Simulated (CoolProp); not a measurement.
Properties of n-perfluorohexane along the isobar 1.01 bar (Tc = 174.9 °C, pc = 17.42 bar, ω = 0.497).

Values from CoolProp's reference Helmholtz-energy equation of state, Gao 2022.

| T (°C) | phase | cv (kJ/(kg K)) | expansivity (1/kK) |
|---|---|---|---|
| -53.85 | liquid | 0.7286 | 1.471 |
| -43.45 | liquid | 0.7460 | 1.482 |
| -33.05 | liquid | 0.7632 | 1.499 |
| -22.65 | liquid | 0.7802 | 1.523 |
| -12.25 | liquid | 0.7967 | 1.554 |
| -1.85 | liquid | 0.8128 | 1.592 |
| 8.55 | liquid | 0.8284 | 1.640 |
| 18.95 | liquid | 0.8436 | 1.698 |
| 29.35 | liquid | 0.8583 | 1.768 |
